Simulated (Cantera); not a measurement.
Mixture: 16.7 % H₂, 18.2 % O₂, 65.2 % N₂, at 5.50 bar, adiabatic and at constant volume. Ignition delay is the time to a rise of 400 K.

Cantera simulation using the H2/O2 subset of GRI-Mech 3.0, which has no nitrogen chemistry; the numbers are that mechanism's predictions, not measurements. The hydrogen kinetics of GRI-Mech 3.0 are dated; newer H2 mechanisms differ, most at raised pressure. Where the delays flatten at high temperature, the 400 K rule measures the pace of heat release, not the induction time.

Question: Predict: delay at 1225 K; delay at 1425 K; delay at 1625 K; delay at 1825 K.

Answer: 
```
Quantity          Result
---------------  -------
delay at 1225 K  11.7 µs
delay at 1425 K  3.48 µs
delay at 1625 K  1.96 µs
delay at 1825 K  1.48 µs
```
